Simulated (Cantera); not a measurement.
Input: 1 mol BN, a varied amount of HF, equilibrated at 1898 K and 1.00 bar.

Cantera equilibrium calculation (NASA polynomials, part measured and part estimated; ideal gas, pure solids and liquids). Candidate condensed phases: B, BN; 31 gas species. The tables' values for BF2 are old estimates; treat these amounts as uncertain. The numbers say what is thermodynamically allowed, not how fast it happens.

x: gas mole fraction; nothing condenses.

| n(HF) (mol) | x HF | x H2 | x BF3 | x N2 | x BF2 | x BHF2 |
|---|---|---|---|---|---|---|
| 4.4 | 0.321 | 0.338 | 0.224 | 0.114 | 0.00190 | ___ |
| 5.3 | 0.435 | 0.281 | 0.187 | 0.0943 | 0.00107 | ___ |
| 6.4 | 0.532 | 0.233 | 0.155 | 0.0781 | 0.000660 | ___ |
| 7.7 | 0.611 | 0.194 | 0.129 | 0.0649 | 0.000436 | ___ |
| 9.3 | 0.678 | 0.161 | 0.107 | 0.0537 | 0.000297 | ___ |
| 11 | 0.727 | 0.136 | 0.0906 | 0.0454 | 0.000215 | ___ |
| 13 | 0.769 | 0.115 | 0.0767 | 0.0385 | 0.000158 | ___ |
| 16 | 0.813 | 0.0935 | 0.0623 | 0.0312 | 0.000110 | ___ |
| 19 | 0.842 | 0.0788 | 0.0525 | 0.0263 | 8.20e-5 | ___ |
| 23 | 0.870 | 0.0651 | 0.0434 | 0.0217 | 5.96e-5 | ___ |
| 28 | 0.893 | 0.0534 | 0.0357 | 0.0179 | 4.32e-5 | ___ |
| 34 | 0.912 | 0.0440 | 0.0294 | 0.0147 | 3.17e-5 | ___ |

Task: Complete the blanks.

Result: 
- 4.4, x BHF2: 0.00138
- 5.3, x BHF2: 0.000709
- 6.4, x BHF2: 0.000400
- 7.7, x BHF2: 0.000241
- 9.3, x BHF2: 0.000149
- 11, x BHF2: 9.95e-5
- 13, x BHF2: 6.74e-5
- 16, x BHF2: 4.22e-5
- 19, x BHF2: 2.89e-5
- 23, x BHF2: 1.91e-5
- 28, x BHF2: 1.25e-5
- 34, x BHF2: 8.33e-6
